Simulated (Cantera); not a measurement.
Cantera run:

```python
import numpy as np
import cantera as ct

gas_names = """
    H HNO HNO2 HNO3 HO2 H2 H2O H2O2 N NH NH2 NH3 NH2OH NO NO2 NO3 N2 N2H2 N2H4 N2O O OH O2 O3 Pb PbO Pb2
""".split()
cond_names = """
    H2O(s) H2O(L) Pb(cr) Pb(L) PbO(rd) PbO(yw) PbO(L) PbO2(s) Pb3O4(s)
""".split()


# ... load() reads the species with a 1 bar reference pressure and builds the phases ...
atoms = {
    'PbO': {'Pb': 1, 'O': 1},
    'H2O': {'H': 2, 'O': 1},
    'N2': {'N': 2},
}
top_T = {'Pb3O4(s)': 820}  # K; cautious upper limits of use, not melting points


# ... equilibrate(T, P, feed) seeds the gas with the atoms and calls Mixture.equilibrate('TP', solver="vcs", rtol=1e-11, max_steps=5000) ...
results = []
feed = {'PbO': 1, 'H2O': 1.4, 'N2': 6.9}  # mol
T = 1298.15  # K
for P in [1000, 4000, 16000, 63000, 250000, 1000000]:
    mix = equilibrate(T, P, feed)
    results.append((T, P, feed, dict(zip(mix.species_names, mix.species_moles))))
    x = sorted(zip(gas.X, gas.species_names), reverse=True)
    print(f"T = {T:g} K  P = {P:g} Pa  gas = {mix.phase_moles(0):.4g} mol")
    print("   x: " + "  ".join(f"{s} {v:.3e}" for v, s in x if v > 1e-06))
    print("   condensed (mol): " + ("  ".join(f"{mix.phase(i).name} {mix.phase_moles(i):.4g}"
          for i in range(1, mix.n_phases) if mix.phase_moles(i) > 1e-12) or "none"))
```

Output:

```
T = 1298.15 K  P = 1000 Pa  gas = 8.781 mol
   x: N2 7.857e-01  H2O 1.594e-01  PbO 4.370e-02  Pb 7.390e-03  O2 3.667e-03  NO 5.161e-05  OH 1.491e-05  H2 2.211e-06
   condensed (mol): PbO(L) 0.5513
T = 1298.15 K  P = 4000 Pa  gas = 8.415 mol
   x: N2 8.199e-01  H2O 1.664e-01  PbO 1.093e-02  Pb 1.852e-03  O2 9.121e-04  NO 2.629e-05  OH 7.607e-06  H2 2.313e-06
   condensed (mol): PbO(L) 0.8925
T = 1298.15 K  P = 16000 Pa  gas = 8.329 mol
   x: N2 8.285e-01  H2O 1.681e-01  PbO 2.732e-03  Pb 4.650e-04  O2 2.261e-04  NO 1.316e-05  OH 3.815e-06  H2 2.347e-06
   condensed (mol): PbO(L) 0.9734
T = 1298.15 K  P = 63000 Pa  gas = 8.307 mol
   x: N2 8.306e-01  H2O 1.685e-01  PbO 6.937e-04  Pb 1.188e-04  O2 5.678e-05  NO 6.603e-06  H2 2.366e-06  OH 1.920e-06
   condensed (mol): PbO(L) 0.9933
T = 1298.15 K  P = 250000 Pa  gas = 8.302 mol
   x: N2 8.311e-01  H2O 1.686e-01  PbO 1.748e-04  Pb 2.997e-05  O2 1.427e-05  NO 3.311e-06  H2 2.371e-06
   condensed (mol): PbO(L) 0.9983
T = 1298.15 K  P = 1e+06 Pa  gas = 8.3 mol
   x: N2 8.313e-01  H2O 1.687e-01  PbO 4.370e-05  Pb 7.258e-06  O2 3.801e-06  H2 2.298e-06  NO 1.709e-06
   condensed (mol): PbO(L) 0.9996
```

Cantera equilibrium calculation (NASA polynomials, part measured and part estimated; ideal gas, pure solids and liquids). Gases not in the tables: (PbO)n polymers.
